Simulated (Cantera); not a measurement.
Charge: 1 mol C2F6, 7.3 mol H2, at 13.3 mbar.

Method: chemical equilibrium by Gibbs-energy minimisation in Cantera with the NASA 1993 tables (ideal gas, pure condensed phases). Candidate condensed phases: C, C6H6, C7H8, C8H18; 110 gas species. Ions and electrons are included (thermal ionisation). The feed counts by its element totals alone. Rates play no part.

**Question.** Which condensed phases are stable at each of these points (T (K)): 2000, 2500, 3000, 3500, 4000, 4500, 5000?

**Answer.** 
```tsv
T (K)	condensed phases	C condensed (%)
2000	C(graphite)	99.7
2500	C(graphite)	95.9
3000	C(graphite)	28.0
3500	gas only	0.0
4000	gas only	0.0
4500	gas only	0.0
5000	gas only	0.0
```

From 2000 K to 3000 K the condensed part is C(graphite). From 3500 K to 5000 K nothing is condensed.
